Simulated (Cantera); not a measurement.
A closed system holds: 1 mol BCl3, 12 mol H2O, 79 mol N2, equilibrated at 750 K and 5100 Pa.

These are equilibrium values from Cantera (NASA tables, ideal gas, pure condensed phases), not measurements of a reactor. Candidate condensed phases: B, BN, B2O3, B3O3H3, H2O, NH4Cl; 49 gas species. Gases not in the tables: H3BO3. Kinetics and transport are ignored.

Q: What is the equilibrium state?

A: 
```json
{
  "x(N2)": "0.855",
  "x(H2O)": "0.112",
  "x(HCl)": "0.0325",
  "x((HBO2)3)": "0.00114",
  "n(B2O3(l))": "0.342 mol",
  "gas_amount": "92.45 mol",
  "log10 activity of B(s) (absent)": "-27.00",
  "log10 activity of B3O3H3(s) (absent)": "-47.08"
}
```
